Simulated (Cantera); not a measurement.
**C3H8 + O2 + N2 (carbon deposition, reforming and gasification)**

A closed system holds: 1 mol C3H8, 0.62 mol O2, 1 mol N2, at 0.473 Torr.

Equilibrium computed with Cantera from the NASA thermochemical tables; the gas is ideal and each condensed phase is pure. Candidate condensed phases: C, C6H6, C7H8, C8H18, H2O; 136 gas species. The numbers say what is thermodynamically allowed, not how fast it happens.

```csv
T (K),x H2,x CO,x N2,x H,x CO2,x H2O,x HCN,x CH4,n C(graphite)
775,0.642,0.187,0.162,3.17e-11,0.00502,0.00342,1.58e-8,0.000532,1.81
875,0.641,0.198,0.160,1.60e-9,0.000266,0.000326,1.68e-7,0.000113,1.76
975,0.641,0.199,0.160,3.65e-8,2.39e-5,4.82e-5,1.10e-6,3.25e-5,1.76
1075,0.641,0.199,0.160,4.68e-7,3.38e-6,1.01e-5,5.08e-6,1.17e-5,1.76
1175,0.641,0.199,0.160,3.91e-6,6.74e-7,2.78e-6,1.80e-5,4.96e-6,1.76
1275,0.641,0.199,0.160,2.35e-5,1.74e-7,9.36e-7,5.22e-5,2.40e-6,1.76
1375,0.641,0.199,0.160,0.000109,5.54e-8,3.69e-7,0.000129,1.29e-6,1.76
1475,0.641,0.199,0.160,0.000414,2.07e-8,1.65e-7,0.000283,7.51e-7,1.76
1575,0.640,0.199,0.160,0.00132,8.79e-9,8.21e-8,0.000559,4.69e-7,1.76
1675,0.637,0.198,0.159,0.00369,4.16e-9,4.43e-8,0.00102,3.08e-7,1.75
1775,0.633,0.198,0.159,0.00917,2.14e-9,2.55e-8,0.00172,2.11e-7,1.75
1875,0.622,0.197,0.157,0.0206,1.18e-9,1.54e-8,0.00273,1.48e-7,1.74
```
x: gas mole fraction; n: condensed amount in mol.

From 775 K to 1875 K the condensed part is C(graphite). The main C-bearing gas is CO throughout. The share of C in condensed phases is highest at 775 K (60.3 %) and lowest at 1875 K (58.0 %).
